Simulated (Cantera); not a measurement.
**Counterflow diffusion flame**

A counterflow diffusion flame at 0.470 bar, nozzles 20 mm apart: fuel side CO : H2 = 1 : 1.4 (molar parts) at 500 K, oxidiser side O2 : N2 = 0.22 : 0.78 (molar parts) at 400 K, fuel mass flux 0.5 times the oxidiser's; mixture-averaged transport, no radiation.

Cantera simulation using GRI-Mech 3.0 (53 species, 325 reactions); the numbers are that mechanism's predictions, not measurements. The maximum strain rate includes the flame's own expansion and is several times the mean.

| oxidiser flux (kg/m²/s) | max strain (1/s) | mean strain (1/s) | T max (K) | peak x OH | peak x H | peak x NO | peak x CO |
|---|---|---|---|---|---|---|---|
| 0.28 | 381 | 82.5 | 2117 | 0.0168 | 0.0216 | 7.50e-5 | 0.456 |
| 0.39 | 507 | 115 | 2067 | 0.0165 | 0.0240 | 5.68e-5 | 0.455 |
| 0.53 | 657 | 156 | 2020 | 0.0162 | 0.0264 | 4.56e-5 | 0.454 |
| 0.73 | 850 | 215 | 1971 | 0.0158 | 0.0291 | 3.78e-5 | 0.453 |
| 0.99 | 1080 | 292 | 1919 | 0.0153 | 0.0317 | 3.17e-5 | 0.452 |
| 1.4 | 1440 | 412 | 1858 | 0.0145 | 0.0349 | 2.62e-5 | 0.452 |
| 1.9 | 1900 | 560 | 1804 | 0.0137 | 0.0376 | 2.22e-5 | 0.451 |
| 2.6 | 2540 | 766 | 1745 | 0.0127 | 0.0403 | 1.84e-5 | 0.451 |
| 3.5 | 3340 | 1030 | 1691 | 0.0118 | 0.0428 | 1.53e-5 | 0.451 |
| 4.8 | 4480 | 1410 | 1631 | 0.0108 | 0.0451 | 1.21e-5 | 0.450 |
x: mole fraction; the columns are a selection and need not sum to one.
